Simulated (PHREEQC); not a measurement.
A column of 0.5 m (30 cells, dispersivity 0.04 m, 300 s a shift, diffusion coefficient 3e-10 m²/s) holds 0.1 eq of the database's cation exchanger X per kg of pore water, first in equilibrium with 0.00036 mol CdCl2, 0.004 mol MgCl2 and 1e-05 mol HCl per kg of water. It is flushed with 0.0044 mol/kgw CaCl2, 0.071 mol/kgw ZnSO4 and 1e-05 mol/kgw HCl, at 40 °C. Values are for the last cell. No CO2 enters from the air. Precipitation was switched off in this run.

Equilibrium calculation in PHREEQC: ion-association model, phreeqc.dat.

Task: Predict Zn in solution (mol/kgw), Ca in solution (mol/kgw) at pore volumes = 0, 2.683, 3.217, 3.883.

Result: 
| pore volumes | Zn in solution (mol/kgw) | Ca in solution (mol/kgw) |
|---|---|---|
| 0 | 0 | 0 |
| 2.683 | 0.0681 | 0.00394 |
| 3.217 | 0.0702 | 0.00422 |
| 3.883 | 0.0708 | 0.00434 |

At this temperature some constants are extrapolated from 25 °C, and those without enthalpy data are left unchanged.
